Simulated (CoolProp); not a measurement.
Model: reference Helmholtz-energy equation of state, Wu 2012, in CoolProp.

Q: For fluoroethane (R161), give the phase and the cp (kJ/(kg K)) at 315.7 K and 0.48 bar; 436.8 K and 2.39 bar.

A: 
- 315.7 K and 0.48 bar: gas; cp 1.30
- 436.8 K and 2.39 bar: gas; cp 1.66
